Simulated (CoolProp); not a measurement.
Vapour-liquid equilibrium of cyclohexane (1) + ethylbenzene (2) at 804 kPa; x and y are mole fractions of (1).

The numbers come from the multi-fluid Helmholtz-energy mixture model, Zhou 2014 and Zhou 2012; pair parameters Bell 2016 in CoolProp.

```tsv
x	bubble temperature (K)	y at the bubble point	dew temperature at overall composition x (K)	liquid density (mol/L)
0.05	502.6	0.116	505.8	6.191
0.125	495.0	0.267	502.2	6.307
0.2	487.9	0.395	…	6.417
0.275	481.5	…	494.6	6.521
0.35	…	…	490.4	…
0.425	470.5	0.663	486.1	6.712
0.5	465.7	0.726	481.5	6.801
0.575	461.5	0.780	476.6	6.886
0.65	457.6	0.827	471.4	6.970
0.725	454.1	0.869	465.8	7.052
0.8	450.7	…	…	7.134
0.875	447.6	0.943	453.5	7.217
0.95	…	0.978	447.1	7.302
```

Problem. Complete the blanks.

Solution. 
- 0.2, dew temperature at overall composition x (K): 498.5
- 0.275, y at the bubble point: 0.501
- 0.35, bubble temperature (K): 475.7
- 0.35, y at the bubble point: 0.589
- 0.35, liquid density (mol/L): 6.619
- 0.8, y at the bubble point: 0.907
- 0.8, dew temperature at overall composition x (K): 459.9
- 0.95, bubble temperature (K): 444.7

No azeotrope shows between x = 0.05 and 0.95.

Pair parameters are fitted to limited data, so mixtures are less certain than the pure fluids.
